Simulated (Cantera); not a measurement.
A closed system holds: 1 mol Ti, 0.16 mol H₂O, 6 mol H₂, held at 82.0 Pa.

Method: chemical equilibrium by Gibbs-energy minimisation in Cantera with the NASA 1993 tables (ideal gas, pure condensed phases). Candidate condensed phases: H₂O, Ti, TiO, TiO₂, Ti₂O₃, Ti₃O₅, Ti₄O₇; 12 gas species. Each liquid is taken as pure. Mutual solubility and eutectic melting of coexisting phases are not modelled. TiO: taken at fixed stoichiometry. Condensed phases not in the tables: N, O or C dissolved in the metal. Rates play no part.

Task: What share of the Ti ends up in condensed phases as a function of T (K), at 1275, 1375, 1475, 1575, 1675, 1775, 1875, 1975, 2075, 2175?

Result: 
```tsv
T (K)	Ti condensed (%)	as
1275	100.0	Ti(β) + TiO(s)
1375	100.0	Ti(β) + TiO(s)
1475	100.0	Ti(β) + TiO(s)
1575	100.0	Ti(β) + TiO(s)
1675	100.0	Ti(β) + TiO(s)
1775	99.8	Ti(β) + TiO(s)
1875	98.7	Ti(β) + TiO(s)
1975	94.1	Ti(l) + TiO(s)
2075	77.3	Ti(l) + TiO(l)
2175	16.8	Ti(l) + TiO(l)
```
